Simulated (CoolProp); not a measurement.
Saturation properties of chlorine.

The numbers come from the reference Helmholtz-energy equation of state, Thol 2021 in CoolProp.

```csv
T (K),p (MPa),liquid density (kg/m³),enthalpy of vaporisation (kJ/kg)
243.8,0.1236,1551,284.3
256.7,0.2066,1515,276.6
269.6,0.3271,1478,268.4
282.5,0.4947,1440,259.6
295.4,0.7195,1401,250.1
308.3,1.012,1361,239.7
321.2,1.382,1318,228.3
334.1,1.841,1273,215.7
347,2.399,1224,201.7
359.8,3.061,1171,186.0
372.7,3.848,1112,167.9
385.6,4.766,1042,146.3
```

It boils at 239.2 K under 1 atm.
